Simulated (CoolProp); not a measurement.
Properties of sulfur dioxide along the isotherm 373 K (Tc = 430.6 K, pc = 78.87 bar, ω = 0.256).

Computed with CoolProp (reference Helmholtz-energy equation of state, Gao 2016).

```json
[
 {"p (bar)": "23.3", "phase": "gas", "density (kg/m³)": "60.48", "cv (kJ/(kg K))": "0.6696", "Joule-Thomson coefficient (K/MPa)": "19.10", "isothermal compressibility (1/MPa)": "0.5689"},
 {"p (bar)": "46.7", "phase": "liquid", "density (kg/m³)": "1128", "cv (kJ/(kg K))": "[?]", "Joule-Thomson coefficient (K/MPa)": "0.2423", "isothermal compressibility (1/MPa)": "0.005967"},
 {"p (bar)": "70", "phase": "liquid", "density (kg/m³)": "1142", "cv (kJ/(kg K))": "[?]", "Joule-Thomson coefficient (K/MPa)": "0.1755", "isothermal compressibility (1/MPa)": "0.005160"},
 {"p (bar)": "93.3", "phase": "liquid", "density (kg/m³)": "[?]", "cv (kJ/(kg K))": "0.7937", "Joule-Thomson coefficient (K/MPa)": "0.1227", "isothermal compressibility (1/MPa)": "0.004566"},
 {"p (bar)": "117", "phase": "liquid", "density (kg/m³)": "1167", "cv (kJ/(kg K))": "0.7892", "Joule-Thomson coefficient (K/MPa)": "[?]", "isothermal compressibility (1/MPa)": "0.004101"},
 {"p (bar)": "140", "phase": "liquid", "density (kg/m³)": "1178", "cv (kJ/(kg K))": "0.7856", "Joule-Thomson coefficient (K/MPa)": "0.04321", "isothermal compressibility (1/MPa)": "0.003742"},
 {"p (bar)": "163", "phase": "liquid", "density (kg/m³)": "1187", "cv (kJ/(kg K))": "0.7827", "Joule-Thomson coefficient (K/MPa)": "0.01265", "isothermal compressibility (1/MPa)": "0.003447"},
 {"p (bar)": "187", "phase": "liquid", "density (kg/m³)": "[?]", "cv (kJ/(kg K))": "0.7802", "Joule-Thomson coefficient (K/MPa)": "-0.01500", "isothermal compressibility (1/MPa)": "0.003190"},
 {"p (bar)": "210", "phase": "liquid", "density (kg/m³)": "1205", "cv (kJ/(kg K))": "0.7782", "Joule-Thomson coefficient (K/MPa)": "-0.03826", "isothermal compressibility (1/MPa)": "[?]"},
 {"p (bar)": "233", "phase": "liquid", "density (kg/m³)": "1213", "cv (kJ/(kg K))": "0.7766", "Joule-Thomson coefficient (K/MPa)": "-0.05894", "isothermal compressibility (1/MPa)": "0.002800"},
 {"p (bar)": "257", "phase": "liquid", "density (kg/m³)": "1221", "cv (kJ/(kg K))": "[?]", "Joule-Thomson coefficient (K/MPa)": "-0.07824", "isothermal compressibility (1/MPa)": "0.002636"},
 {"p (bar)": "280", "phase": "liquid", "density (kg/m³)": "1229", "cv (kJ/(kg K))": "0.7741", "Joule-Thomson coefficient (K/MPa)": "-0.09491", "isothermal compressibility (1/MPa)": "0.002497"},
 {"p (bar)": "303", "phase": "liquid", "density (kg/m³)": "1236", "cv (kJ/(kg K))": "0.7731", "Joule-Thomson coefficient (K/MPa)": "-0.1101", "isothermal compressibility (1/MPa)": "0.002374"},
 {"p (bar)": "327", "phase": "liquid", "density (kg/m³)": "1242", "cv (kJ/(kg K))": "0.7723", "Joule-Thomson coefficient (K/MPa)": "-0.1245", "isothermal compressibility (1/MPa)": "0.002260"},
 {"p (bar)": "350", "phase": "liquid", "density (kg/m³)": "1249", "cv (kJ/(kg K))": "0.7718", "Joule-Thomson coefficient (K/MPa)": "-0.1371", "isothermal compressibility (1/MPa)": "0.002161"}
]
```

Task: Fill in the missing entries.

Result: 
- 46.7, cv (kJ/(kg K)): 0.8064
- 70, cv (kJ/(kg K)): 0.7993
- 93.3, density (kg/m³): 1155
- 117, Joule-Thomson coefficient (K/MPa): 0.07889
- 187, density (kg/m³): 1197
- 210, isothermal compressibility (1/MPa): 0.002980
- 257, cv (kJ/(kg K)): 0.7752
